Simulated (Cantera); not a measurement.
Feed: 1 mol SrCl2, 0.089 mol O2, 0.2 mol N2, at 1825 K and 10.0 mbar.

Cantera equilibrium calculation (NASA polynomials, part measured and part estimated; ideal gas, pure solids and liquids). Candidate condensed phases: Sr, SrCl2, SrO; 16 gas species. Condensed phases not in the tables: oxide chlorides. The numbers say what is thermodynamically allowed, not how fast it happens.

Task: What is the equilibrium state?

Result: 
| Item | Result |
|---|---|
| x(SrCl2) | 0.767 |
| x(N2) | 0.154 |
| x(O2) | 0.0649 |
| x(Cl) | 0.0127 |
| x(NO) | 0.00111 |
| x(O) | 0.000391 |
| x(SrCl) | 5.18e-5 |
| x(Cl2) | 1.27e-5 |
| x(ClO) | 5.61e-6 |
| n(SrO(s)) | 0.00817 mol |
| gas amount | 1.293 mol |
| log10 activity of SrCl2(l) (absent) | -0.50 |
| log10 activity of Sr(l) (absent) | -10.11 |
